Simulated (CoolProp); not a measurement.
Vapour-liquid equilibrium of n-hexane (1) + n-decane (2) at 315.6 K; x and y are mole fractions of (1).

Values from CoolProp's multi-fluid Helmholtz-energy mixture model, Thol 2019 and Lemmon 2006; pair parameters Kunz 2012.

Task: Give the bubble pressure and the first vapour's composition at x = 0.35, 0.5, 0.8. Is there an azeotrope?

Result: x = 0.35: 0.01418 MPa, y = 0.974; x = 0.5: 0.02027 MPa, y = 0.986; x = 0.8: 0.03265 MPa, y = 0.996. No azeotrope shows between x = 0.05 and 0.95.

The pair parameters rest on a limited set of measurements; away from them the model extrapolates.
